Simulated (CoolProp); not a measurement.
n-undecane at 298.15 K and 1.35 MPa is throttled through a valve to 0.475 MPa with no heat exchange. Each further row changes one setting.

The numbers come from the reference Helmholtz-energy equation of state, Aleksandrov 2011 in CoolProp. It is a short technical equation, of lower accuracy than the large ones.

```
case                       temperature change (K)  final density (kg/m³)
-------------------------  ----------------------  ---------------------
as stated                                       …                    736
outlet pressure 0.142 MPa                       …                    736
outlet pressure 0.617 MPa                       …                    737
```

What belongs in the gaps?


- as stated, temperature change (K): +0.4
- outlet pressure 0.142 MPa, temperature change (K): +0.5
- outlet pressure 0.617 MPa, temperature change (K): +0.3
